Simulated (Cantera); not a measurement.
A closed system holds: 1 mol TEOS, 19 mol CO2, 8.8 mol O3, held at 775 °C and 1.00 Torr.

Equilibrium computed with Cantera from the NASA thermochemical tables; the gas is ideal and each condensed phase is pure. Candidate condensed phases: C, C6H6, C7H8, C8H18, H2O, Si, SiC, SiO2; 123 gas species. The feed counts by its element totals alone. Rates play no part.

Base state: CO2 0.707, H2O 0.262, O2 0.0314 (mole fractions); condensed: SiO2(β-quartz).

Q: What changes in the equilibrium state with this change: temperature from 775 °C to 1325 °C?

A: 
```json
[
 {"species": "CO2", "before": "0.707", "after": "0.704"},
 {"species": "H2O", "before": "0.262", "after": "0.261"},
 {"species": "O2", "before": "0.0314", "after": "0.0323"},
 {"species": "CO", "before": "3.15e-8", "after": "0.00209"},
 {"species": "H", "before": "<1e-9", "after": "2.34e-5"},
 {"species": "O", "before": "3.07e-9", "after": "6.98e-5"},
 {"species": "H2", "before": "1.39e-8", "after": "0.000258"},
 {"species": "OH", "before": "1.48e-6", "after": "0.000923"},
 {"species": "SiO2(β-quartz), mol", "before": "1.00", "after": "1.000"}
]
```
The tables hold silica as quartz up to 1696 K and as liquid above; real silica turns to tridymite and cristobalite and melts near 1996 K.
